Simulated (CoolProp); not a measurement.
Ethanol at 293.15 K and 0.00429 MPa flows at 22 m/s in a round tube of 50 mm bore and 45 µm roughness, fully developed (64/Re and Nu = 3.66 if laminar; Colebrook and Gnielinski if turbulent). Each further row changes one setting.

The numbers come from the reference Helmholtz-energy equation of state, Schroeder 2014 in CoolProp.

```tsv
case	Reynolds number	Darcy friction factor	pressure drop (Pa/m)	heat-transfer coefficient (W/(m² K))	mass flow (kg/h)
as stated	10400	0.0320	12.6	10.1	12.7
velocity 44 m/s	20800	0.0275	43.4	18.2	25.3
diameter 100 mm	20800	0.0266	5.24	8.78	50.6
```

Viscosity comes from a separate model (Kiselev 2005). Thermal conductivity comes from a separate model (Assael 2013).
